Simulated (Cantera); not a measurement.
# Stirred combustor or abatement burner

A perfectly stirred reactor is fed with 8.76 % CH4, 18.2 % O2, 73.0 % N2, at 3750 Torr; it is adiabatic with a 500 K inlet, and is followed from long to short residence time, starting on the burning branch (τ in s: 0.35, 0.12, 0.043, 0.015, 0.0052, 0.0018, 0.00064, 0.00022, 7.8e-05, 2.7e-05, 9.5e-06, 3.3e-06).

Detailed kinetics in Cantera: GRI-Mech 3.0 (53 species, 325 reactions).

| τ (s) | T (K) | x CH4 | x O2 | x C2H2 | x C2H6 | x HO2 | x C2H4 | x HCN |
|---|---|---|---|---|---|---|---|---|
| 0.35 | 2287 | 3.28e-7 | 0.00810 | 9.43e-12 | <1e-12 | 1.34e-6 | 3.12e-12 | 7.44e-8 |
| 0.12 | 2287 | 9.32e-7 | 0.00836 | 7.19e-11 | <1e-12 | 1.40e-6 | 2.49e-11 | 1.73e-7 |
| 0.043 | 2285 | 2.47e-6 | 0.00878 | 4.74e-10 | 4.13e-12 | 1.50e-6 | 1.72e-10 | 3.23e-7 |
| 0.015 | 2280 | 6.41e-6 | 0.00940 | 2.85e-9 | 2.75e-11 | 1.72e-6 | 1.11e-9 | 5.26e-7 |
| 0.0052 | 2266 | 1.56e-5 | 0.0104 | 1.34e-8 | 1.58e-10 | 2.21e-6 | 5.85e-9 | 7.94e-7 |
| 0.0018 | 2239 | 3.49e-5 | 0.0119 | 4.62e-8 | 7.50e-10 | 3.32e-6 | 2.39e-8 | 1.17e-6 |
| 0.00064 | 2198 | 7.43e-5 | 0.0142 | 1.25e-7 | 3.03e-9 | 5.59e-6 | 7.86e-8 | 1.68e-6 |
| 0.00022 | 2139 | 0.000166 | 0.0175 | 3.34e-7 | 1.30e-8 | 1.03e-5 | 2.58e-7 | 2.40e-6 |
| 7.8e-5 | 2060 | 0.000402 | 0.0223 | 1.01e-6 | 6.69e-8 | 1.95e-5 | 9.67e-7 | 3.40e-6 |
| 2.7e-5 | 1925 | 0.00159 | 0.0334 | 7.92e-6 | 1.30e-6 | 4.88e-5 | 1.00e-5 | 5.48e-6 |
| 9.5e-6 | 500 | 0.0876 | 0.182 | <1e-12 | <1e-12 | <1e-12 | <1e-12 | <1e-12 |
| 3.3e-6 | 500 | 0.0876 | 0.182 | <1e-12 | <1e-12 | <1e-12 | <1e-12 | <1e-12 |
x: mole fraction; the columns are a selection and need not sum to one.
